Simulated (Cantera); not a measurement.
A perfectly stirred reactor is fed with CH4 : C2H6 : C3H8 : O2 : N2 = 1 : 0.11 : 0.1 : 5.34 : 20.1 (molar parts), equivalence ratio 0.54, at 3.50 bar; it is adiabatic with a 700 K inlet, and is followed from long to short residence time, starting on the burning branch (τ in s: 0.46, 0.18, 0.071, 0.028, 0.011, 0.0043, 0.0017, 0.00067, 0.00026, 0.0001, 4e-05, 1.6e-05, 6.2e-06).

Model: GRI-Mech 3.0 (53 species, 325 reactions), integrated in Cantera.

Task: What does this change do: 2.1 parts CO2 added?

Result: 
```json
[
 {"quantity": "blow-out, bracketed by the residence times tried", "before": "burning at 0.100 ms, out at 40.0 µs", "after": "burning at 0.260 ms, out at 0.100 ms"},
 {"quantity": "x(CH4) at τ = 0.460 s", "before": "7.41e-7", "after": "1.49e-6"},
 {"quantity": "x(C2H6) at τ = 0.460 s", "before": "1.46e-8", "after": "3.23e-8"},
 {"quantity": "x(C3H8) at τ = 0.460 s", "before": "1.20e-8", "after": "2.58e-8"},
 {"quantity": "x(O) at τ = 0.460 s", "before": "4.77e-5", "after": "1.96e-5"},
 {"quantity": "x(H2O) at τ = 0.460 s", "before": "0.101", "after": "0.0942"},
 {"quantity": "x(CH4) at τ = 1.70 ms", "before": "5.08e-5", "after": "7.72e-5"},
 {"quantity": "x(C2H6) at τ = 1.70 ms", "before": "1.40e-6", "after": "2.21e-6"},
 {"quantity": "x(C3H8) at τ = 1.70 ms", "before": "1.29e-6", "after": "2.07e-6"},
 {"quantity": "x(O) at τ = 1.70 ms", "before": "0.000487", "after": "0.000351"},
 {"quantity": "x(H2O) at τ = 1.70 ms", "before": "0.100", "after": "0.0930"}
]
```

Task: What does this change do: pressure from 3.50 bar to 13.0 bar?

Result: 
```csv
quantity,before,after
"blow-out, bracketed by the residence times tried","burning at 0.100 ms, out at 40.0 µs","burning at 0.100 ms, out at 40.0 µs"
x(CH4) at τ = 0.460 s,7.41e-7,3.08e-7
x(C2H6) at τ = 0.460 s,1.46e-8,6.37e-9
x(C3H8) at τ = 0.460 s,1.20e-8,5.26e-9
x(O) at τ = 0.460 s,4.77e-5,2.30e-5
x(H2O) at τ = 0.460 s,0.101,0.102
x(CH4) at τ = 1.70 ms,5.08e-5,3.88e-5
x(C2H6) at τ = 1.70 ms,1.40e-6,1.00e-6
x(C3H8) at τ = 1.70 ms,1.29e-6,9.07e-7
x(O) at τ = 1.70 ms,0.000487,9.00e-5
x(H2O) at τ = 1.70 ms,0.100,0.101
```
The pressure lies above the range GRI-Mech 3.0 was tuned for (to about 10 atm).
